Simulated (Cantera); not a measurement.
A freely propagating, adiabatic, planar premixed flame of 14.5 % CH3OH, 14.5 % O2, 71.0 % N2, equivalence ratio 1.5, unburnt at 550 K and 82.5 Torr; mixture-averaged transport, grid criteria slope 0.08 and curve 0.16, no radiation.

Computed with Cantera and GRI-Mech 3.0 (53 species, 325 reactions). GRI-Mech 3.0 was tuned for natural gas; its chemistry of methanol as a main component is partial and can be far from experiment. Burning velocities carry a grid error of a few per cent, more on coarse grids.

x: mole fraction of selected species; z is measured from the peak of heat release.

```csv
z (mm),T (K),u (m/s),x CH3OH,x O2,x OH,x H2O,x N2O,x CH2O
-6.55,551,1.12,0.144,0.144,<1e-8,0.000177,<1e-8,1.93e-6
-4.36,556,1.14,0.143,0.142,<1e-8,0.00129,<1e-8,2.38e-5
-3.27,574,1.19,0.141,0.140,<1e-8,0.00461,<1e-8,0.000134
-2.18,___,1.40,0.132,0.131,<1e-8,___,<1e-8,___
-1.09,1001,2.21,0.0956,0.101,1.56e-6,0.0657,<1e-8,0.00626
-0.545,1313,3.00,0.0524,0.0717,9.55e-5,0.108,<1e-8,0.0117
0,1614,3.82,0.00972,0.0422,0.00101,0.151,1.28e-8,0.00747
0.545,1725,4.12,0.000292,0.0241,0.00219,0.175,<1e-8,0.000588
1.09,1750,4.17,2.11e-6,0.0128,0.00328,0.186,<1e-8,1.35e-5
2.18,1770,4.20,<1e-8,0.00406,0.00403,0.191,<1e-8,1.31e-7
4.36,1785,4.22,<1e-8,___,0.00400,0.187,<1e-8,<1e-8
8.73,1799,4.24,<1e-8,0.00136,0.00383,0.185,<1e-8,<1e-8
17.5,1816,4.28,<1e-8,0.00114,0.00360,0.186,<1e-8,<1e-8
```

Fill in the missing entries.


- -2.18, T (K): 663
- -2.18, x H2O: 0.0186
- -2.18, x CH2O: 0.000976
- 4.36, x O2: 0.00172
